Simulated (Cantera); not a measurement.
Feed: 1 mol CH3Cl, 0.67 mol Si, at 952 °C and 1.00 bar.

Cantera equilibrium calculation (NASA polynomials, part measured and part estimated; ideal gas, pure solids and liquids). Candidate condensed phases: C, C6H6, C7H8, C8H18, Si, SiC; 109 gas species. The tables' values for SiCl3 are old estimates; treat these amounts as uncertain. Kinetics and transport are ignored.

Problem. What is the equilibrium state?

Solution. 
- x(H2): 0.696
- x(HCl): 0.211
- x(SiCl4): 0.0762
- x(SiHCl3): 0.00783
- x(CH4): 0.00636
- x(SiCl3): 0.00172
- x(SiCl2): 0.000306
- x(SiH2Cl2): 0.000108
- n(C(graphite)): 0.476 mol
- n(SiC(s)): 0.512 mol
- gas amount: 1.833 mol
- log10 activity of Si(s) (absent): -2.71
